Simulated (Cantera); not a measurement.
Standard-state values (1 bar) from the NASA 1993 polynomials, evaluated with Cantera. Values are per mole of reaction as written; species without (g) are pure solids or liquids, kept so even where they would boil at 1 bar.

B2O2(g) + 3 F2(g) = 2 BF3(g) + O2(g)

```tsv
T (K)	ΔH° (kJ)	ΔS° (J/K)	ΔG° (kJ)	log10 K
300	-1815.3	-137.3	-1774.1	308.89
1098	-1822.0	-150.8	-1656.3	78.79
1198	[?]	[?]	[?]	[?]
1298	[?]	[?]	[?]	[?]
1398	-1822.7	-151.4	-1611.0	60.19
1498	-1822.9	-151.5	-1595.8	55.65
1598	-1823.1	-151.7	-1580.7	51.67
```

Question: Some entries are withheld; supply them.

Answer: 
- 1198, ΔH° (kJ): -1822.2
- 1198, ΔS° (J/K): -151.1
- 1198, ΔG° (kJ): -1641.2
- 1198, log10 K: 71.56
- 1298, ΔH° (kJ): -1822.4
- 1298, ΔS° (J/K): -151.2
- 1298, ΔG° (kJ): -1626.1
- 1298, log10 K: 65.44
